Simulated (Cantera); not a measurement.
Equilibrium for metals in furnace atmospheres: Fe + CO2 + CO

Charge: 1 mol Fe, 0.4 mol CO2, 84 mol CO, held at 1.33 mbar.

Method: chemical equilibrium by Gibbs-energy minimisation in Cantera with the NASA 1993 tables (ideal gas, pure condensed phases). Candidate condensed phases: C, Fe, Fe(CO)5, FeO, Fe2O3, Fe3O4; 15 gas species. The numbers say what is thermodynamically allowed, not how fast it happens.

| T (K) | log p CO | log p Fe | log p CO2 | log p FeO | log p O | n Fe(γ) | n Fe(δ) |
|---|---|---|---|---|---|---|---|
| 1500 | -2.88 | -6.82 | -5.20 | -11.13 | -13.02 | 0.991 | 0 |
| 1550 | -2.88 | -6.38 | -5.20 | -10.56 | -12.42 | 0.973 | 0 |
| 1600 | -2.88 | -5.96 | -5.20 | -10.03 | -11.86 | 0.931 | 0 |
| 1650 | -2.88 | -5.57 | -5.20 | -9.53 | -11.33 | 0.829 | 0 |
| 1700 | -2.88 | -5.20 | -5.20 | -9.06 | -10.84 | 0 | 0.600 |
| 1750 | -2.88 | -4.86 | -5.20 | -8.62 | -10.37 | 0 | 0.108 |
| 1800 | -2.88 | -4.81 | -5.20 | -8.48 | -9.92 | 0 | 0 |
| 1850 | -2.88 | -4.81 | -5.20 | -8.40 | -9.51 | 0 | 0 |
log p: log10 of the partial pressure in bar; n: condensed amount in mol.

From 1500 K to 1650 K the condensed part is Fe(γ). From 1700 K to 1750 K the condensed part is Fe(δ). From 1800 K to 1850 K nothing is condensed. The main Fe-bearing gas is Fe throughout.
